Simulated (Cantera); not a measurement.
## Equilibrium for abatement and gas-phase synthesis: HCl + H2

Feed: 1 mol HCl, 0.11 mol H2, at 2275 °C and 750 Torr.

Method: chemical equilibrium by Gibbs-energy minimisation in Cantera with the NASA 1993 tables (ideal gas, pure condensed phases). Rates play no part.

| Property | Result |
|---|---|
| x(HCl) | 0.820 |
| x(H2) | 0.117 |
| x(Cl) | 0.0522 |
| x(H) | 0.0106 |
| x(Cl2) | 0.000184 |
| gas amount | 1.146 mol |
